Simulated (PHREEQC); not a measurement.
Consider water at 25 °C with 0.028 mol Na2CO3 per kg of water. Closed to the air; pH follows from the charge balance.

Equilibrium calculation in PHREEQC: ion-association model, phreeqc.dat.

### Question
The ionic strength comes out as 0.0674 mol/kgw. What activity coefficients do HCO3-, OH-, CO3-2, NaCO3-, Na+ get?

### Answer
HCO3- 0.81, OH- 0.79, CO3-2 0.43, NaCO3- 0.80, Na+ 0.81.

Precipitation was switched off in this run. Species that the database lacks are ignored.
